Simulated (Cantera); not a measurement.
A closed system holds: 1 mol Si, 0.47 mol N2O, 430 mol H2.

These are equilibrium values from Cantera (NASA tables, ideal gas, pure condensed phases), not measurements of a reactor. Candidate condensed phases: H2O, Si, SiO2, Si2N2O, Si3N4; 35 gas species. Mutual solubility and eutectic melting of coexisting phases are not modelled. Equilibrium is a limit: real reactors are often held back by kinetics, nucleation or transport.

Stable condensed phases, one row left out:

```
T in K \ P in Pa
            0.10     1.5      22     320    4600   68000 1000000
   1898        A       A       A       A       B       B       C
   1848        A       A       A       A       B       B       C
   1798        A       A       A       B       B       B       C
   1748        A       A       A       B       B       C       C
   1698        A       A       A       B       B       C       C
   1648        A       A       B       B       B       C       C
   1598        A       A       B       B       C       C       C
   1498        A       B       B       B       C       C       C
   1448        A       B       B       C       C       C       C
```

A: gas only; B: Si; C: Si + Si2N2O.

Task: Give the row for 1548 K.

Result: 0.10: gas only; 1.5: gas only; 22: Si; 320: Si; 4600: Si + Si2N2O; 68000: Si + Si2N2O; 1000000: Si + Si2N2O.
